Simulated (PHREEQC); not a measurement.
Consider water at 15 °C with 0.0085 mol Pb(NO3)2 per kg of water. Closed to the air; pH follows from the charge balance.

The numbers come from PHREEQC with the ion-association model, wateq4f.dat.

No solid was allowed to form.

Task: Predict the pH, ionic strength.

Result: pH 4.98; ionic strength 0.0235 mol/kgw.

Task: In which forms is Pb present?

Result: Pb+2 88 %, PbNO3+ 12 % of the Pb.
